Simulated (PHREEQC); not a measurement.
# Nickel, zinc or cadmium bath

Consider water at 25 °C with 0.097 mol Ni(NO3)2, 6.4e-05 mol KCl and 0.022 mol NiCl2 per kg of water. Closed to the air; pH follows from the charge balance.

Model: ion-association model, wateq4f.dat, run in PHREEQC.

This is a speciation only: nothing precipitates in the calculation.

Task: Estimate the pH.

Result: pH 5.66.

Task: In which forms is Cl present?

Result: Cl- 92 %, NiCl+ 7.0 %, NiCl2 0.9 % of the Cl.

Complexes and solids missing from the database can't appear.
